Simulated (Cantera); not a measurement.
A freely propagating, adiabatic, planar premixed flame of 50.2 % H2, 10.4 % O2, 39.3 % N2, unburnt at 675 K and 1.01 bar; mixture-averaged transport, grid criteria slope 0.08 and curve 0.16, no radiation.

Model: the H2/O2 subset of GRI-Mech 3.0, which has no nitrogen chemistry, integrated in Cantera. Burning velocities carry a grid error of a few per cent, more on coarse grids.

x: mole fraction of selected species; z is measured from the peak of heat release.

```json
[
 {"z (mm)": "-1.44", "T (K)": "675", "u (m/s)": "10.7", "x H2": "0.502", "x O2": "0.104", "x H2O": "<1e-8", "x OH": "<1e-8", "x H2O2": "<1e-8", "x HO2": "<1e-8"},
 {"z (mm)": "-0.962", "T (K)": "675", "u (m/s)": "10.7", "x H2": "0.502", "x O2": "0.104", "x H2O": "<1e-8", "x OH": "<1e-8", "x H2O2": "<1e-8", "x HO2": "<1e-8"},
 {"z (mm)": "-0.722", "T (K)": "675", "u (m/s)": "10.7", "x H2": "0.502", "x O2": "0.104", "x H2O": "<1e-8", "x OH": "<1e-8", "x H2O2": "<1e-8", "x HO2": "2.42e-8"},
 {"z (mm)": "-0.481", "T (K)": "675", "u (m/s)": "10.7", "x H2": "0.502", "x O2": "0.104", "x H2O": "2.82e-7", "x OH": "<1e-8", "x H2O2": "<1e-8", "x HO2": "2.18e-6"},
 {"z (mm)": "-0.241", "T (K)": "698", "u (m/s)": "11.0", "x H2": "0.499", "x O2": "0.104", "x H2O": "0.00127", "x OH": "6.50e-5", "x H2O2": "1.94e-6", "x HO2": "0.000188"},
 {"z (mm)": "-0.120", "T (K)": "872", "u (m/s)": "13.5", "x H2": "0.471", "x O2": "0.0986", "x H2O": "0.0176", "x OH": "0.000449", "x H2O2": "3.38e-6", "x HO2": "0.000128"},
 {"z (mm)": "0", "T (K)": "1236", "u (m/s)": "18.7", "x H2": "0.371", "x O2": "0.0621", "x H2O": "0.0958", "x OH": "0.00191", "x H2O2": "1.28e-6", "x HO2": "5.73e-5"},
 {"z (mm)": "0.120", "T (K)": "1493", "u (m/s)": "22.4", "x H2": "0.285", "x O2": "0.0141", "x H2O": "0.189", "x OH": "0.00306", "x H2O2": "6.28e-7", "x HO2": "1.29e-5"},
 {"z (mm)": "0.241", "T (K)": "1601", "u (m/s)": "23.9", "x H2": "0.269", "x O2": "0.00224", "x H2O": "0.214", "x OH": "0.00313", "x H2O2": "3.72e-7", "x HO2": "1.96e-6"},
 {"z (mm)": "0.481", "T (K)": "1707", "u (m/s)": "25.3", "x H2": "0.275", "x O2": "0.000349", "x H2O": "0.219", "x OH": "0.00339", "x H2O2": "2.59e-7", "x HO2": "3.12e-7"},
 {"z (mm)": "0.962", "T (K)": "1820", "u (m/s)": "26.7", "x H2": "0.285", "x O2": "?", "x H2O": "0.221", "x OH": "0.00348", "x H2O2": "?", "x HO2": "?"},
 {"z (mm)": "1.92", "T (K)": "1932", "u (m/s)": "28.1", "x H2": "0.295", "x O2": "0.000132", "x H2O": "0.224", "x OH": "0.00323", "x H2O2": "8.76e-8", "x HO2": "1.25e-7"},
 {"z (mm)": "3.85", "T (K)": "2030", "u (m/s)": "29.3", "x H2": "0.305", "x O2": "?", "x H2O": "0.226", "x OH": "?", "x H2O2": "?", "x HO2": "?"}
]
```

**Question.** Fill in the missing entries.

**Answer.** 
- 0.962, x O2: 0.000210
- 0.962, x H2O2: 1.60e-7
- 0.962, x HO2: 1.90e-7
- 3.85, x O2: 7.11e-5
- 3.85, x OH: 0.00269
- 3.85, x H2O2: 4.45e-8
- 3.85, x HO2: 7.39e-8
